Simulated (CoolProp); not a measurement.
Vapour-liquid equilibrium of cyclohexane (1) + p-xylene (2) at 106.65 °C; x and y are mole fractions of (1).

Model: multi-fluid Helmholtz-energy mixture model, Zhou 2014 and Zhou 2012; pair parameters Bell 2016, in CoolProp.

| x | bubble pressure (kPa) | y at the bubble point | dew pressure at overall composition x (kPa) | liquid density (mol/L) |
|---|---|---|---|---|
| 0.05 | 51.22 | 0.253 | 41.78 | 7.418 |
| 0.125 | 67.12 | 0.469 | 44.83 | 7.475 |
| 0.2 | 81.94 | 0.596 | 48.36 | 7.533 |
| 0.275 | 95.80 | 0.681 | 52.48 | 7.591 |
| 0.35 | 108.8 | 0.743 | 57.34 | 7.651 |
| 0.425 | 121.2 | 0.791 | 63.17 | 7.711 |
| 0.5 | 132.9 | 0.829 | 70.27 | 7.773 |
| 0.575 | 144.3 | 0.862 | 79.07 | 7.836 |
| 0.65 | 155.5 | 0.891 | 90.23 | 7.901 |
| 0.725 | 166.4 | 0.916 | 104.7 | 7.967 |
| 0.8 | 177.4 | 0.940 | 123.8 | 8.035 |
| 0.875 | 188.6 | 0.963 | 149.2 | 8.106 |
| 0.95 | 200.0 | 0.985 | 182.1 | 8.178 |

No azeotrope shows between x = 0.05 and 0.95.

Pair parameters are fitted to limited data, so mixtures are less certain than the pure fluids.
